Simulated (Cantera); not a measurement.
Ignition delay

Mixture: 23.9 % CO, 13.1 % H₂, 13.2 % O₂, 49.7 % N₂, equivalence ratio 1.4, at 5.00 bar, adiabatic and at constant volume. Ignition delay is the time to a rise of 400 K.

Computed with Cantera and GRI-Mech 3.0 (53 species, 325 reactions). The hydrogen kinetics of GRI-Mech 3.0 are dated; newer H2 mechanisms differ, most at raised pressure. Where the delays flatten at high temperature, the 400 K rule measures the pace of heat release, not the induction time.

```
T0 (K)  delay (ms)
------  ----------
1025          1.18
1100         0.123
1175        0.0253
1250        0.0118
1325       0.00743
1400       0.00530
1475       0.00407
1550       0.00330
1625       0.00279
1700       0.00244
```
